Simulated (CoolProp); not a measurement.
The fluid at 298.15 K and 2.98 MPa (stagnation) flows isentropically through a choked orifice. The same conditions are run with several fluids, on thermodynamics alone (safety and materials aside).

Values from CoolProp's reference Helmholtz-energy equation of state of each fluid (ethylene: Smukala 2000; oxygen: Schmidt 1985; CF4 (R14): Platzer 1990; carbon dioxide: Span 1996; C2F6 (R116): Lemmon 2006). The equations of Platzer and Polt are older, rougher fits.

Rank ethylene, oxygen, CF4 (R14), carbon dioxide, C2F6 (R116) by throat to inlet pressure ratio, highest first.

C2F6 (R116) (0.651), CF4 (R14) (0.576), ethylene (0.560), carbon dioxide (0.549), oxygen (0.526)

```
fluid           mass flux (kg/(m² s))  throat temperature (K)
--------------  ---------------------  ----------------------
ethylene                         7250                   260.6
oxygen                           7430                   247.5
CF4 (R14)                       12000                   272.5
carbon dioxide                   9120                   257.0
C2F6 (R116)                     16800                   278.3
```
